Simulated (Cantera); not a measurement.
## Equilibrium for iron carbonyl, mercury and lead vapours: PbO + CO + N2

Input: 1 mol PbO, 0.068 mol CO, 0.16 mol N2, at 70.0 Pa.

Method: chemical equilibrium by Gibbs-energy minimisation in Cantera with the NASA 1993 tables (ideal gas, pure condensed phases). Candidate condensed phases: C, Pb, PbO, PbO2, Pb3O4; 27 gas species. Gases not in the tables: (PbO)n polymers. The numbers say what is thermodynamically allowed, not how fast it happens.

```
T (K)   x PbO   x N2   x Pb   x CO2     x O2  n PbO(l)
-----  ------  -----  -----  ------  -------  --------
1200   0.0975  0.488  0.207   0.207  4.89e-5     0.900
1250    0.261  0.397  0.172   0.169  0.00141     0.826
1300    0.645  0.131  0.131  0.0557   0.0376    0.0531
1350    0.611  0.123  0.160  0.0524   0.0537         0
1400    0.564  0.121  0.193  0.0515   0.0705         0
1450    0.514  0.119  0.228  0.0504   0.0885         0
1500    0.463  0.116  0.264  0.0494    0.107         0
```
x: gas mole fraction; n: condensed amount in mol.

From 1200 K to 1300 K the condensed part is PbO(l). From 1350 K to 1500 K nothing is condensed.
